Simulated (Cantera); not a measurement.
Moist CO burnout

A perfectly stirred reactor is fed with CO : O2 : H2O : N2 = 0.024 : 0.071 : 0.004 : 1 (molar parts), equivalence ratio 0.17, at 0.190 bar; it is held at 1523 K, and followed from long to short residence time.

Cantera simulation using GRI-Mech 3.0 (53 species, 325 reactions); the numbers are that mechanism's predictions, not measurements.

| τ (s) | x CO | x O2 | x H2O | x CO2 | x H2O2 |
|---|---|---|---|---|---|
| 1.9 | 0.000248 | 0.0542 | 0.00357 | 0.0218 | 4.59e-9 |
| 0.76 | 0.000450 | 0.0542 | 0.00352 | 0.0216 | 7.02e-9 |
| 0.31 | 0.000802 | 0.0541 | 0.00345 | 0.0213 | 1.02e-8 |
| 0.13 | 0.00138 | 0.0541 | 0.00333 | 0.0207 | 1.38e-8 |
| 0.051 | 0.00243 | 0.0540 | 0.00314 | 0.0196 | 1.78e-8 |
| 0.021 | 0.00403 | 0.0541 | 0.00290 | 0.0179 | 2.07e-8 |
| 0.0085 | 0.00651 | 0.0546 | 0.00265 | 0.0154 | 2.20e-8 |
| 0.0035 | 0.0101 | 0.0560 | 0.00260 | 0.0118 | 2.14e-8 |
x: mole fraction; the columns are a selection and need not sum to one.
